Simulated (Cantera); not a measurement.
Mixture: CO : H₂ : CH₄ : O₂ : N₂ : H₂O = 1 : 0.43 : 0.053 : 0.684 : 3.15 : 0.31 (molar parts), equivalence ratio 1.2, at 1600000 Pa, adiabatic and at constant pressure. Ignition delay is the time to a rise of 400 K.

Model: GRI-Mech 3.0 (53 species, 325 reactions), integrated in Cantera. The pressure lies above the range GRI-Mech 3.0 was tuned for (to about 10 atm).

Q: At T0 = 1650 K, what is the delay, and which 5 reactions control it most (d ln τ / d ln k, from doubling and halving each rate constant)?

A: The delay is 1.62 µs.
```tsv
reaction	d ln τ / d ln k	faster rate
H + O2 <=> O + OH	-0.87	shortens it
H2 + O <=> H + OH	-0.23	shortens it
H2 + OH <=> H + H2O	-0.20	shortens it
CH4 + H <=> CH3 + H2	0.12	lengthens it
H + O2 + H2O <=> HO2 + H2O	0.11	lengthens it
```
